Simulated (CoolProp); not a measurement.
Vapour-liquid equilibrium of acetone (1) + toluene (2) at 0.267 MPa; x and y are mole fractions of (1).

The numbers come from the multi-fluid Helmholtz-energy mixture model, Lemmon 2006 and Lemmon 2006; pair parameters Bell 2016 in CoolProp.

| x | bubble temperature, mixture model (K) | bubble temperature, Raoult's law (K) | y, mixture model | y, Raoult's law |
|---|---|---|---|---|
| 0.05 | 412.7 | 415.3 | 0.217 | 0.183 |
| 0.125 | 402.3 | 407.0 | 0.426 | 0.385 |
| 0.2 | 394.6 | 400.0 | 0.558 | 0.529 |
| 0.275 | 388.7 | 394.0 | 0.648 | 0.635 |
| 0.35 | 384.0 | 388.8 | 0.715 | 0.716 |
| 0.425 | 380.1 | 384.2 | 0.766 | 0.779 |
| 0.5 | 376.8 | 380.0 | 0.808 | 0.829 |
| 0.575 | 373.8 | 376.4 | 0.844 | 0.870 |
| 0.65 | 371.1 | 373.0 | 0.876 | 0.903 |
| 0.725 | 368.7 | 370.0 | 0.905 | 0.931 |
| 0.8 | 366.3 | 367.2 | 0.932 | 0.954 |
| 0.875 | 364.2 | 364.6 | 0.958 | 0.973 |
| 0.95 | 362.1 | 362.2 | 0.983 | 0.990 |

The largest gap from Raoult's law is -5.4 K in bubble temperature, at x = 0.2. No azeotrope shows between x = 0.05 and 0.95.

Pair parameters are fitted to limited data, so mixtures are less certain than the pure fluids.
